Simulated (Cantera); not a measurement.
A Cantera script and its output.

```python
import numpy as np
import cantera as ct

gas = ct.Solution("gri30.yaml")
gas.TPX = 1825, 16000, {'C2H4': 1, 'H2': 8.5}
reactor = ct.IdealGasConstPressureReactor(gas, energy="off", clone=False)
net = ct.ReactorNet([reactor])
net.rtol, net.atol = 1e-08, 1e-18
show = ['C2H4', 'H2', 'H', 'CH3', 'C2H6', 'C2H2']
times = np.geomspace(1e-05, 4, 9)

steps = ct.SolutionArray(gas, extra=["t"])
rows = []
print(f"{'t/s':>10s}{'T/K':>9s}{'P/Pa':>11s}" + "".join(f"{s:>11s}" for s in show))
for t in times:
    while net.time < t:
        t_next = net.step()
        steps.append(gas.state, t=t_next)
    rows.append([np.interp(t, steps.t, y) for y in (steps.T, steps.P, *steps(*show).X.T)])
    print(f"{t:10.3e}{rows[-1][0]:9.1f}{rows[-1][1]:11.4g}" + "".join(f"{x:11.3e}" for x in rows[-1][2:]))
rate = np.gradient(steps.T, steps.t)
print("integrator steps:", len(steps.t))
if steps.T.max() > steps.T[0] + 200:
    print(f"time of steepest temperature rise: {steps.t[rate.argmax()]:.4e} s")
gas.TPX = 1825, 16000, {'C2H4': 1, 'H2': 8.5}
gas.equilibrate("TP")
print(f"equilibrium (TP): T = {gas.T:.1f} K  " + "  ".join(f"{s} {gas[s].X[0]:.3e}" for s in show))
```

Output:

```
       t/s      T/K       P/Pa       C2H4         H2          H        CH3       C2H6       C2H2
 1.000e-05   1825.0    1.6e+04  1.048e-01  8.948e-01  2.778e-06  1.679e-09  1.450e-08  4.416e-04
 5.015e-05   1825.0    1.6e+04  1.027e-01  8.950e-01  1.405e-05  1.948e-08  1.249e-07  2.279e-03
 2.515e-04   1825.0    1.6e+04  9.116e-02  8.960e-01  6.572e-05  1.428e-07  8.212e-07  1.272e-02
 1.261e-03   1825.0    1.6e+04  3.941e-02  9.008e-01  1.488e-04  3.649e-07  8.465e-07  5.952e-02
 6.325e-03   1825.0    1.6e+04  3.258e-04  9.041e-01  5.450e-04  1.500e-06  1.617e-08  9.487e-02
 3.172e-02   1825.0    1.6e+04  2.680e-04  9.036e-01  1.057e-03  4.675e-06  1.679e-08  9.486e-02
 1.591e-01   1825.0    1.6e+04  2.675e-04  9.034e-01  1.057e-03  1.431e-05  1.897e-08  9.469e-02
 7.976e-01   1825.0    1.6e+04  2.663e-04  9.027e-01  1.054e-03  4.168e-05  3.747e-08  9.421e-02
 4.000e+00   1825.0    1.6e+04  2.661e-04  9.025e-01  1.054e-03  4.745e-05  4.370e-08  9.410e-02
integrator steps: 899
equilibrium (TP): T = 1825.0 K  C2H4 2.661e-04  H2 9.025e-01  H 1.054e-03  CH3 4.745e-05  C2H6 4.370e-08  C2H2 9.410e-02
```

Model: GRI-Mech 3.0 (53 species, 325 reactions), integrated in Cantera. GRI-Mech 3.0 was tuned for natural gas; its chemistry of ethylene as a main component is partial and can be far from experiment. GRI-Mech 3.0 stops at C3 and has no aromatics, soot or wall deposition, so with more carbon than oxygen in the feed, carbon stays in small species such as C2H2 where larger ones or solid carbon would form.
